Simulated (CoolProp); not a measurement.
Vapour-liquid equilibrium of R1234yf (1) + R227EA (2) at -34.25 °C; x and y are mole fractions of (1).

Computed with CoolProp (multi-fluid Helmholtz-energy mixture model, Lemmon 2022 and Lemmon 2016; pair parameters Bell 2016).

Question: Give the bubble pressure and the first vapour's composition at x = 0.5, 0.8, 0.95. Is there an azeotrope?

Answer: x = 0.5: 0.06287 MPa, y = 0.645; x = 0.8: 0.07411 MPa, y = 0.878; x = 0.95: 0.07977 MPa, y = 0.972. No azeotrope shows between x = 0.05 and 0.95.

The pair parameters rest on a limited set of measurements; away from them the model extrapolates.
